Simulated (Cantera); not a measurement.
Input (Python, Cantera) and output of one run.

```python
import numpy as np
import cantera as ct

gas_names = """
    CL CL2 H HCL H2 Si SiCL SiCL2 SiCL3 SiCL4 SiH SiHCL3 SiH2 SiH2CL2 SiH3 SiH3CL SiH4 Si2 Si3
""".split()
cond_names = """
    Si(cr) Si(L)
""".split()


# ... load() reads the species with a 1 bar reference pressure and builds the phases ...
atoms = {
    'SiCl4': {'Si': 1, 'CL': 4},
    'H2': {'H': 2},
}
top_T = {}  # K; cautious upper limits of use, not melting points


# ... equilibrate(T, P, feed) seeds the gas with the atoms and calls Mixture.equilibrate('TP', solver="vcs", rtol=1e-11, max_steps=5000) ...
results = []
feed = {'SiCl4': 1, 'H2': 1.2}  # mol
P = 100000  # Pa
for T in [750, 800, 850, 900, 950, 1000, 1050, 1100, 1150]:
    mix = equilibrate(T, P, feed)
    results.append((T, P, feed, dict(zip(mix.species_names, mix.species_moles))))
    x = sorted(zip(gas.X, gas.species_names), reverse=True)
    print(f"T = {T:g} K  P = {P:g} Pa  gas = {mix.phase_moles(0):.4g} mol")
    print("   x: " + "  ".join(f"{s} {v:.3e}" for v, s in x if v > 1e-05))
    print("   condensed (mol): " + ("  ".join(f"{mix.phase(i).name} {mix.phase_moles(i):.4g}"
          for i in range(1, mix.n_phases) if mix.phase_moles(i) > 1e-12) or "none"))
```

Output:

```
T = 750 K  P = 100000 Pa  gas = 2.2 mol
   x: H2 5.351e-01  SiCL4 4.442e-01  HCL 1.039e-02  SiHCL3 1.035e-02  SiH2CL2 1.771e-05
   condensed (mol): none
T = 800 K  P = 100000 Pa  gas = 2.2 mol
   x: H2 5.309e-01  SiCL4 4.400e-01  HCL 1.458e-02  SiHCL3 1.449e-02  SiH2CL2 3.853e-05  SiCL3 1.377e-05
   condensed (mol): none
T = 850 K  P = 100000 Pa  gas = 2.2 mol
   x: H2 5.259e-01  SiCL4 4.350e-01  HCL 1.958e-02  SiHCL3 1.938e-02  SiH2CL2 7.596e-05  SiCL3 4.784e-05
   condensed (mol): none
T = 900 K  P = 100000 Pa  gas = 2.2 mol
   x: H2 5.201e-01  SiCL4 4.293e-01  HCL 2.540e-02  SiHCL3 2.497e-02  SiCL3 1.440e-04  SiH2CL2 1.378e-04
   condensed (mol): none
T = 950 K  P = 100000 Pa  gas = 2.2 mol
   x: H2 5.136e-01  SiCL4 4.227e-01  HCL 3.199e-02  SiHCL3 3.112e-02  SiCL3 3.837e-04  SiH2CL2 2.325e-04  SiCL2 1.163e-05
   condensed (mol): none
T = 1000 K  P = 100000 Pa  gas = 2.201 mol
   x: H2 5.063e-01  SiCL4 4.153e-01  HCL 3.938e-02  SiHCL3 3.763e-02  SiCL3 9.199e-04  SiH2CL2 3.677e-04  SiCL2 4.935e-05
   condensed (mol): none
T = 1050 K  P = 100000 Pa  gas = 2.203 mol
   x: H2 4.983e-01  SiCL4 4.071e-01  HCL 4.766e-02  SiHCL3 4.419e-02  SiCL3 2.008e-03  SiH2CL2 5.468e-04  SiCL2 1.795e-04
   condensed (mol): none
T = 1100 K  P = 100000 Pa  gas = 2.206 mol
   x: H2 4.896e-01  SiCL4 3.977e-01  HCL 5.704e-02  SiHCL3 5.035e-02  SiCL3 4.021e-03  SiH2CL2 7.640e-04  SiCL2 5.660e-04
   condensed (mol): none
T = 1150 K  P = 100000 Pa  gas = 2.212 mol
   x: H2 4.799e-01  SiCL4 3.867e-01  HCL 6.798e-02  SiHCL3 5.544e-02  SiCL3 7.419e-03  SiCL2 1.557e-03  SiH2CL2 9.973e-04
   condensed (mol): none
```

These are equilibrium values from Cantera (NASA tables, ideal gas, pure condensed phases), not measurements of a reactor. The tables' values for SiCl3 are old estimates; treat these amounts as uncertain.
